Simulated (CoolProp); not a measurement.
Ammonia at several states: Z from the reference equation and from simpler models built on Tc = 405.6 K, pc = 11360 kPa, ω = 0.256; each cubic takes its own stable root.

Values from CoolProp's reference Helmholtz-energy equation of state, Gao 2020.

```tsv
T (K)	p (kPa)	phase	reference	Redlich-Kwong	Peng-Robinson
720.5	35500	supercritical	0.9231	0.9021	0.9567
327.1	28800	liquid	0.3070	0.3980	0.3430
600.1	24300	supercritical	0.8367	0.8167	0.8576
695.6	1720	gas	0.9935	0.9910	0.9932
```
